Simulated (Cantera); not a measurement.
A closed system holds: 1 mol TiO2, 0.83 mol HCl, 5.8 mol N2, at 1650 K and 13.3 mbar.

Equilibrium computed with Cantera from the NASA thermochemical tables; the gas is ideal and each condensed phase is pure. Candidate condensed phases: H2O, NH4Cl, Ti, TiCl2, TiCl3, TiCl4, TiN, TiO, TiO2, Ti2O3, Ti3O5, Ti4O7; 38 gas species. Rates play no part.

Base state: N2 0.874, HCl 0.122, Cl 0.00228, H2 0.00109, H2O 0.000251, TiCl3 7.91e-5, TiCl4 4.25e-5, H 2.60e-5 (mole fractions); condensed: TiO2(rutile).

Problem. What changes in the equilibrium state with this change: temperature from 1650 K to 1175 K?

Solution. 
```csv
species,before,after
N2,0.874,0.875
HCl,0.122,0.125
H2O,0.000251,0.000105
Cl,0.00228,2.95e-5
H2,0.00109,1.55e-5
TiCl4,4.25e-5,5.23e-5
H,2.60e-5,4.18e-9
TiCl3,7.91e-5,2.81e-7
"TiO2(rutile), mol",0.999,1.000
```
Condensed phases not in the tables: TiOCl.

Problem. What changes in the equilibrium state with this change: TiO2 replaced by Al?

Solution. 
```tsv
species	before	after
N2	0.874	0.851
H2	0.00109	0.0544
AlCl	0	0.0539
HCl	0.122	0.0184
AlCl2	0	0.0112
AlCl3	0	0.0109
TiCl3	7.91e-5	0
H2O	0.000251	0
TiCl4	4.25e-5	0
Cl	0.00228	4.87e-5
H	2.60e-5	0.000183
TiO2(rutile), mol	0.999	0
AlN(s), mol	0	0.505
```
The tables' values for AlCl2 are old estimates; treat these amounts as uncertain. Further candidate phases: Al, AlCl3, AlN.
